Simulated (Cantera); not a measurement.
# Ignition delay

Mixture: CH₄ : O₂ : N₂ : H₂ = 1 : 3.17 : 11.9 : 0.16 (molar parts), equivalence ratio 0.66, at 0.910 bar, adiabatic and at constant volume. Ignition delay is the time to a rise of 400 K.

Cantera simulation using GRI-Mech 3.0 (53 species, 325 reactions); the numbers are that mechanism's predictions, not measurements.

```json
[
 {"T0 (K)": "1323", "delay (ms)": "2.43"},
 {"T0 (K)": "1373", "delay (ms)": "1.52"},
 {"T0 (K)": "1423", "delay (ms)": "0.975"},
 {"T0 (K)": "1473", "delay (ms)": "0.649"},
 {"T0 (K)": "1523", "delay (ms)": "0.446"},
 {"T0 (K)": "1573", "delay (ms)": "0.315"},
 {"T0 (K)": "1623", "delay (ms)": "0.228"},
 {"T0 (K)": "1673", "delay (ms)": "0.169"}
]
```

```yaml
apparent activation energy between 1573 and 1673 K: 140 kJ/mol
```
